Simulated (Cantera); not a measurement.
An adiabatic, constant-pressure homogeneous reactor starts with 16.2 % CH₄, 1.18 % C₂H₆, 17.3 % O₂, 65.3 % N₂, at 1775 K and 0.602 atm.

Computed with Cantera and GRI-Mech 3.0 (53 species, 325 reactions).

Question: Predict: time of steepest temperature rise; temperature at 0.500 s; equilibrium temperature; x(O₂) at 0.500 s; x(CO) at 0.500 s; x(NO) at 0.500 s.

Answer: 
- time of steepest temperature rise: 89.4 µs
- temperature at 0.500 s: 2623 K
- equilibrium temperature: 2623 K
- x(O₂) at 0.500 s: 8.25e-5 (gas-phase equilibrium 8.25e-5)
- x(CO) at 0.500 s: 0.138 (gas-phase equilibrium 0.138)
- x(NO) at 0.500 s: 0.000464 (gas-phase equilibrium 0.000464)
